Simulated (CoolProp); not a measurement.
Saturated liquid density (kg/m³) of carbon dioxide: the reference equation beside estimates from Tc = 304.1 K, pc = 73.77 bar, ω = 0.224. Rackett uses Z = 0.29056 − 0.08775 ω.

Computed with CoolProp (reference Helmholtz-energy equation of state, Span 1996).

```
T (K)  reference  Rackett  van der Waals
-----  ---------  -------  -------------
242.6       1078     1084          663.6
246.4       1062     1068          653.5
250.3       1045     1051          642.8
254.1       1027     1034          631.9
258         1009     1015          620.3
261.8      989.8    996.8          608.5
265.7      969.5    976.8          595.8
269.5      948.7    956.3          582.8
273.4      925.9    934.0          568.6
277.2      902.2    910.9          553.9
281        876.6    885.9          538.2
```

Absolute difference from the reference over all 11 rows, mean and median: Rackett 0.7 and 0.7 %, van der Waals 38.5 and 38.5 %.
